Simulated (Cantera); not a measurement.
Feed: 1 mol SO2, 4 mol H2O, 6 mol O2, equilibrated at 3400 K and 10.0 mbar.

Method: chemical equilibrium by Gibbs-energy minimisation in Cantera with the NASA 1993 tables (ideal gas, pure condensed phases). Candidate condensed phases: H2O, H2SO4, S; 19 gas species. Rates play no part.

Base state: O 0.625, H 0.290, S 0.0287, O2 0.0270, OH 0.0141, SO 0.00970, H2 0.00385, SO2 0.000615 (mole fractions); condensed: gas only.

**Question.** What changes in the equilibrium state with this change: temperature from 3400 K to 2073 K?

**Answer.** 
```csv
species,before,after
O2,0.0270,0.531
H2O,0.000431,0.346
SO2,0.000615,0.0895
O,0.625,0.00837
S,0.0287,4.24e-7
H,0.290,0.00127
OH,0.0141,0.0214
S2,1.63e-5,<1e-9
SO3,5.91e-9,3.01e-5
SH,0.000109,3.39e-8
SO,0.00970,0.000345
H2,0.00385,0.00233
```
